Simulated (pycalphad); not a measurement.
Effect of Si content in Al-Mg-Si

CALPHAD calculation (pycalphad, COST 507 light-alloy database (1999)), 1 atm. The database dates from 1999; later assessments differ in places, in temperatures and in the compounds included. Phase fractions are per mole of atoms.

| alloy | liquidus (K) | first solid | solidus (K) | phases at 500 K |
|---|---|---|---|---|
| Al-2.6Mg-0.95Si (at.%) | 916 | fcc | 863 | fcc 0.97, MG2SI 0.03 |
| Al-2.6Mg-3.8Si (at.%) | 899 | fcc | 831 | fcc 0.94, MG2SI 0.04, diamond (Si) 0.02 |
| Al-2.6Mg-5.7Si (at.%) | 888 | fcc | 831 | fcc 0.92, diamond (Si) 0.04, MG2SI 0.04 |
| Al-2.6Mg-11.4Si (at.%) | 849 | fcc | 831 | fcc 0.86, diamond (Si) 0.10, MG2SI 0.04 |
| Al-2.6Mg-15.2Si (at.%) | 884 | diamond (Si) | 831 | fcc 0.82, diamond (Si) 0.14, MG2SI 0.04 |

Database names, with the compositions (at.%) that they take in these runs: MG2SI: Mg 67 Si 33.
